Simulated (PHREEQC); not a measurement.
# Leach liquor: an equilibrium model

A solution holds 0.0044 mol H2SO4, 0.033 mol Li2SO4 and 0.0018 mol MgSO4 per kg of water, at 90 °C. Closed to the air; pH follows from the charge balance.

All values are PHREEQC results (ion-association model, phreeqc.dat), not measurements.

```
Property                      Result
--------------------  --------------
pH                              2.95
ionic strength        0.0939 mol/kgw
specific conductance     16200 µS/cm
density                  0.969 g/cm³
total alkalinity        -8.80 meq/kg
```

| species | molality | activity | log γ |
|---|---|---|---|
| Li+ | 0.0634 | 0.0492 | -0.110 |
| SO4-2 | 0.0278 | 0.00931 | -0.475 |
| HSO4- | 0.00740 | 0.00560 | -0.121 |
| LiSO4- | 0.00262 | 0.00200 | -0.118 |
| H+ | 0.00140 | 0.00113 | -0.093 |
| MgSO4 | 0.00136 | 0.00139 | 0.009 |
| Mg+2 | 0.000440 | 0.000161 | -0.437 |

Precipitation was switched off in this run. At this temperature some constants are extrapolated from 25 °C, and those without enthalpy data are left unchanged.
